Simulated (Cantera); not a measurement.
Mixture: CO : H2 : O2 : N2 = 1 : 0.44 : 1.16 : 3.6 (molar parts), at 0.474 atm, adiabatic and at constant pressure. Ignition delay is the time to a rise of 400 K.

Model: GRI-Mech 3.0 (53 species, 325 reactions), integrated in Cantera. Where the delays flatten at high temperature, the 400 K rule measures the pace of heat release, not the induction time.

Task: Predict: delay at 973 K; delay at 1123 K; delay at 1273 K; delay at 1423 K.

Result: 
* **delay at 973 K**: 0.649 ms
* **delay at 1123 K**: 0.220 ms
* **delay at 1273 K**: 0.140 ms
* **delay at 1423 K**: 0.120 ms
